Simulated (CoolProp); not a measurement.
Vapour-liquid equilibrium of methanol (1) + ethanol (2) at 0.000623 MPa; x and y are mole fractions of (1).

Values from CoolProp's multi-fluid Helmholtz-energy mixture model, de Reuck 1993 and Schroeder 2014; pair parameters Bell 2016.

Problem. Give the bubble temperature and the first vapour's composition at x = 0.05, 0.35, 0.55. Is there an azeotrope?

Solution. x = 0.05: 259.2 K, y = 0.135; x = 0.35: 254.0 K, y = 0.606; x = 0.55: 251.4 K, y = 0.780. No azeotrope shows between x = 0.05 and 0.95.

Pair parameters are fitted to limited data, so mixtures are less certain than the pure fluids. The gap from Raoult's law changes sign with composition, which may be real or a fault of the pair parameters; it wasn't checked against measurements.
